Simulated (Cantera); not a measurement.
Charge: 1 mol MgO, 0.073 mol H2O, 0.18 mol N2, held at 1350 K and 750 Torr.

Method: chemical equilibrium by Gibbs-energy minimisation in Cantera with the NASA 1993 tables (ideal gas, pure condensed phases). Candidate condensed phases: H2O, Mg, MgO, Mg(OH)2; 31 gas species. Rates play no part.

Problem. What is the equilibrium state?

Solution. 
- x(N2) = 0.711
- x(H2O) = 0.289
- x(H2) = 2.07e-5
- x(O2) = 8.12e-6
- x(NO) = 3.20e-6
- x(OH) = 2.46e-6
- n(MgO(s)) = 1.00 mol
- gas amount = 0.2530 mol
- log10 activity of Mg(l) (absent) = -14.97
